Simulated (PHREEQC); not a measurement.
Make-up at 20 °C: 0.47 mol/kgw H2SO4, 0.014 mol/kgw Na2B4O7 and 1.8 mol/kgw NaCl. Closed to the air; pH follows from the charge balance.

Computed with PHREEQC (Pitzer model, pitzer.dat).

Q: The ionic strength comes out as 2.55 mol/kgw. What activity coefficients do Na+, HSO4-, H+, SO4-2, Cl- get?

A: Na+ 0.87, HSO4- 0.56, H+ 1.6, SO4-2 0.017, Cl- 0.56. Single-ion values are on the MacInnes scale.

This is a speciation only: nothing precipitates in the calculation. In brines, pH and single-ion activities rest on the MacInnes convention.
